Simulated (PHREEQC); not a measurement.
Synthetic water in mg/kgw, 10 °C, pH 3.93, pe 8.1:

```csv
constituent,mg/kgw
Na,41.4
K,7.04
Ca,100
Mg,0.0971
Cl,46.9
S(6) as SO4,287
Fe(3),0.115
```

Valence states are taken as typed.

Equilibrium calculation in PHREEQC: ion-association model, phreeqc.dat.

```json
[
 {"quantity": "ionic strength (mol/kgw)", "before": "0.0111", "after": "0.0210"},
 {"quantity": "SO4-2 (mol/kgw)", "before": "0.00258", "after": "0.00486"},
 {"quantity": "Ca+2 (mol/kgw)", "before": "0.00212", "after": "0.00395"},
 {"quantity": "CaSO4 (mol/kgw)", "before": "0.000378", "after": "0.00104"},
 {"quantity": "HSO4- (mol/kgw)", "before": "1.59e-5", "after": "2.74e-5"},
 {"quantity": "NaSO4- (mol/kgw)", "before": "1.38e-5", "after": "4.55e-5"},
 {"quantity": "SI of Jarosite-K (KFe3(SO4)2(OH)6)", "before": "-0.64", "after": "+0.75"},
 {"quantity": "SI of Gypsum (CaSO4:2H2O)", "before": "-1.03", "after": "-0.59"}
]
```

### Question
Which change was made?
A. all concentrations times 2 at the same typed pH
B. Mg from 0.0971 to 0.291 mg/kgw
C. temperature from 10 to 50 °C at the same typed pH

### Answer
A, all concentrations times 2 at the same typed pH

This is a speciation only: nothing precipitates in the calculation. Some of these states are supersaturated (in Hematite (slow to form), Goethite (slow to form), Jarosite-K, for instance). Constants without temperature data keep their 25 °C values here.
